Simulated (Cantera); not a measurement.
Feed: 1 mol acetone, 3.5 mol H2, held at 13.3 mbar.

These are equilibrium values from Cantera (NASA tables, ideal gas, pure condensed phases), not measurements of a reactor. Candidate condensed phases: C, C6H6, C7H8, C8H18, H2O; 110 gas species. The feed counts by its element totals alone. Kinetics and transport are ignored.

Question: What share of the C ends up in condensed phases as a function of T (K), at 525, 575, 625, 675, 725, 775, 825, 875, 925, 975, 1025, 1075?

Answer: 
| T (K) | C condensed (%) | as |
|---|---|---|
| 525 | 20.5 | C(graphite) |
| 575 | 35.6 | C(graphite) |
| 625 | 55.7 | C(graphite) |
| 675 | 71.8 | C(graphite) |
| 725 | 77.3 | C(graphite) |
| 775 | 74.6 | C(graphite) |
| 825 | 70.0 | C(graphite) |
| 875 | 67.6 | C(graphite) |
| 925 | 66.8 | C(graphite) |
| 975 | 66.6 | C(graphite) |
| 1025 | 66.6 | C(graphite) |
| 1075 | 66.6 | C(graphite) |
